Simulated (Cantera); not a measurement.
A Cantera script and what it prints.

```python
import numpy as np
import cantera as ct

gas_names = """
    AL ALH ALO ALOH ALO2 ALO2H AL2 AL2O AL2O2 H HALO HO2 H2 H2O H2O2 O OH O2 O3 Si SiH SiH2 SiH3 SiH4
    SiO SiO2 Si2 Si3
""".split()
cond_names = """
    AL(cr) AL(L) AL2O3(a) AL2O3(L) AL2SiO5(an) AL6Si2O13(s) H2O(s) H2O(L) Si(cr) Si(L) SiO2(Lqz)
    SiO2(hqz) SiO2(L)
""".split()


def load(file, names, dense=False):
    # The tables refer to 1 bar. Condensed volumes are neglected.
    table = {s.name: s for s in ct.Species.list_from_file(file)}
    out = []
    for n in names:
        d = dict(table[n].input_data)
        d["thermo"] = dict(d["thermo"], **{"reference-pressure": 1e5})
        if dense:
            d["equation-of-state"] = {"model": "constant-volume", "density": "1e6 g/cm^3"}
        out.append(ct.Species.from_dict(d))
    return out


gas = ct.Solution(thermo="ideal-gas", species=load("nasa_gas.yaml", gas_names))
cond = {s.name: ct.Solution(thermo="fixed-stoichiometry", species=[s], name=s.name)
        for s in load("nasa_condensed.yaml", cond_names, dense=True)}
atoms = {
    'SiO2': {'Si': 1, 'O': 2},
    'Al2O3': {'AL': 2, 'O': 3},
    'H2': {'H': 2},
}
top_T = {'AL2SiO5(an)': 2000, 'AL6Si2O13(s)': 2100}  # K; cautious upper limits of use, not melting points


def equilibrate(T, P, feed):
    n = {}
    for name, mol in feed.items():
        for a, k in atoms[name].items():
            n[a] = n.get(a, 0.0) + k * mol
    gas.TPX = T, P, n
    mass = sum(n.values()) * gas.mean_molecular_weight
    gas.equilibrate("TP")
    valid = [c for c in cond.values() if c.min_temp <= T <= top_T.get(c.name, c.max_temp)]
    mix = ct.Mixture([(gas, mass / gas.mean_molecular_weight)] + [(c, 0.0) for c in valid])
    mix.T, mix.P = T, P
    mix.equilibrate("TP", solver="vcs", rtol=1e-11, max_steps=5000)
    return mix


results = []
feed = {'SiO2': 1, 'Al2O3': 1.1, 'H2': 0.87}  # mol
T = 1275  # K
P = 170  # Pa
mix = equilibrate(T, P, feed)
results.append((T, P, feed, dict(zip(mix.species_names, mix.species_moles))))
print(gas.report(threshold=1e-05))
for i in range(1, mix.n_phases):
    print(f"{mix.phase(i).name:16s} {mix.phase_moles(i):12.5e} mol")
```

Output:

```
       temperature   1275 K
          pressure   170 Pa
           density   3.2349e-05 kg/m^3
  mean mol. weight   2.0172 kg/kmol
   phase of matter   gas

                          1 kg             1 kmol
                     ---------------   ---------------
          enthalpy        1.4452e+07        2.9154e+07  J
   internal energy        9.1972e+06        1.8553e+07  J
           entropy         1.124e+05        2.2674e+05  J/K
    Gibbs function       -1.2886e+08       -2.5994e+08  J
 heat capacity c_p             15576             31420  J/K
 heat capacity c_v             11454             23105  J/K

                      mass frac. Y      mole frac. X     chem. pot. / RT
                     ---------------   ---------------   ---------------
                 H        8.9335e-06        1.7878e-05            -12.26
                H2           0.99933           0.99994            -24.52
               H2O        0.00019152        2.1446e-05           -65.617
               SiO        0.00046867        2.1446e-05           -54.729
     [  +24 minor]        2.8405e-10        1.7625e-11

AL(L)             0.00000e+00 mol
AL2O3(a)          0.00000e+00 mol
AL2SiO5(an)       0.00000e+00 mol
AL6Si2O13(s)      3.66667e-01 mol
Si(cr)            0.00000e+00 mol
SiO2(hqz)         2.66648e-01 mol
```

Equilibrium computed with Cantera from the NASA thermochemical tables; the gas is ideal and each condensed phase is pure. Mutual solubility and eutectic melting of coexisting phases are not modelled. The tables hold silica as quartz up to 1696 K and as liquid above; real silica turns to tridymite and cristobalite and melts near 1996 K. Condensed phases not in the tables: alloys, solid solutions and most ternary compounds.
